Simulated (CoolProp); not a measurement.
Saturation properties of hydrogen chloride (Tc = 51.5 °C, pc = 8.314 MPa, ω = 0.130).

Model: reference Helmholtz-energy equation of state, Thol 2018, in CoolProp.

```
T (°C)  p (MPa)  liquid density (kg/m³)  enthalpy of vaporisation (kJ/kg)  vapour Z
------  -------  ----------------------  --------------------------------  --------
-71.85   0.2024                    1152                             429.1    0.9528
-67.95   0.2440                       ?                             424.5         ?
-64.15        ?                    1132                                 ?    0.9400
-60.25   0.3452                    1121                             415.0    0.9327
-56.45   0.4058                    1111                             410.1    0.9252
-52.55   0.4760                    1100                             404.9    0.9169
-48.65   0.5552                       ?                             399.5         ?
-44.85   0.6414                    1078                             394.1    0.8990
-40.95   0.7401                    1067                                 ?         ?
-37.15   0.8469                    1055                             382.5    0.8790
-33.25   0.9679                    1044                             376.3    0.8679
```

Task: What belongs in the gaps?

Result: 
- -67.95, liquid density (kg/m³): 1142
- -67.95, vapour Z: 0.9465
- -64.15, p (MPa): 0.2906
- -64.15, enthalpy of vaporisation (kJ/kg): 419.9
- -48.65, liquid density (kg/m³): 1089
- -48.65, vapour Z: 0.9081
- -40.95, enthalpy of vaporisation (kJ/kg): 388.3
- -40.95, vapour Z: 0.8891

It boils at -85.0 °C under 1 atm.
